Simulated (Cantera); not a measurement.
A perfectly stirred reactor is fed with 5.56 % C3H8, 19.9 % O2, 74.6 % N2, at 6.51 atm; it is adiabatic with a 750 K inlet, and is followed from long to short residence time, starting on the burning branch (τ in s: 0.072, 0.039, 0.021, 0.012, 0.0063, 0.0034, 0.0019, 0.001, 0.00055, 0.0003, 0.00016, 8.9e-05).

Computed with Cantera and GRI-Mech 3.0 (53 species, 325 reactions). GRI-Mech 3.0 was tuned for natural gas; its chemistry of propane as a main component is partial and can be far from experiment.

x: mole fraction; the columns are a selection and need not sum to one.

```json
[
 {"τ (s)": "0.072", "T (K)": "2380", "x C3H8": "(withheld)", "x O2": "3.40e-5", "x CH4": "6.69e-6", "x C2H": "1.66e-8", "x OH": "0.000781", "x CH2O": "2.68e-7"},
 {"τ (s)": "0.039", "T (K)": "2379", "x C3H8": "(withheld)", "x O2": "4.63e-5", "x CH4": "1.09e-5", "x C2H": "2.91e-8", "x OH": "0.000825", "x CH2O": "4.57e-7"},
 {"τ (s)": "0.021", "T (K)": "2377", "x C3H8": "(withheld)", "x O2": "6.68e-5", "x CH4": "1.70e-5", "x C2H": "5.04e-8", "x OH": "0.000891", "x CH2O": "7.71e-7"},
 {"τ (s)": "0.012", "T (K)": "2375", "x C3H8": "(withheld)", "x O2": "9.61e-5", "x CH4": "2.42e-5", "x C2H": "8.10e-8", "x OH": "0.000974", "x CH2O": "1.22e-6"},
 {"τ (s)": "0.0063", "T (K)": "2372", "x C3H8": "(withheld)", "x O2": "0.000149", "x CH4": "3.46e-5", "x C2H": "1.36e-7", "x OH": "0.00110", "x CH2O": "2.01e-6"},
 {"τ (s)": "0.0034", "T (K)": "2367", "x C3H8": "(withheld)", "x O2": "0.000228", "x CH4": "4.69e-5", "x C2H": "2.19e-7", "x OH": "0.00126", "x CH2O": "3.19e-6"},
 {"τ (s)": "0.0019", "T (K)": "2362", "x C3H8": "(withheld)", "x O2": "0.000343", "x CH4": "6.11e-5", "x C2H": "3.37e-7", "x OH": "0.00144", "x CH2O": "4.88e-6"},
 {"τ (s)": "0.0010", "T (K)": "2356", "x C3H8": "(withheld)", "x O2": "0.000539", "x CH4": "8.15e-5", "x C2H": "5.34e-7", "x OH": "0.00167", "x CH2O": "7.77e-6"},
 {"τ (s)": "0.00055", "T (K)": "2347", "x C3H8": "(withheld)", "x O2": "0.000826", "x CH4": "0.000108", "x C2H": "8.17e-7", "x OH": "0.00191", "x CH2O": "1.20e-5"},
 {"τ (s)": "0.00030", "T (K)": "2337", "x C3H8": "(withheld)", "x O2": "0.00129", "x CH4": "0.000148", "x C2H": "1.26e-6", "x OH": "0.00214", "x CH2O": "1.88e-5"},
 {"τ (s)": "0.00016", "T (K)": "2323", "x C3H8": "(withheld)", "x O2": "0.00208", "x CH4": "0.000215", "x C2H": "1.99e-6", "x OH": "0.00236", "x CH2O": "3.06e-5"},
 {"τ (s)": "8.9e-5", "T (K)": "2305", "x C3H8": "(withheld)", "x O2": "0.00333", "x CH4": "0.000318", "x C2H": "3.05e-6", "x OH": "0.00250", "x CH2O": "4.93e-5"}
]
```

Problem. What belongs in the gaps?

Solution. 
- 0.072, x C3H8: 5.87e-8
- 0.039, x C3H8: 1.06e-7
- 0.021, x C3H8: 1.89e-7
- 0.012, x C3H8: 3.15e-7
- 0.0063, x C3H8: 5.62e-7
- 0.0034, x C3H8: 9.62e-7
- 0.0019, x C3H8: 1.58e-6
- 0.0010, x C3H8: 2.73e-6
- 0.00055, x C3H8: 4.54e-6
- 0.00030, x C3H8: 7.68e-6
- 0.00016, x C3H8: 1.35e-5
- 8.9e-5, x C3H8: 2.36e-5
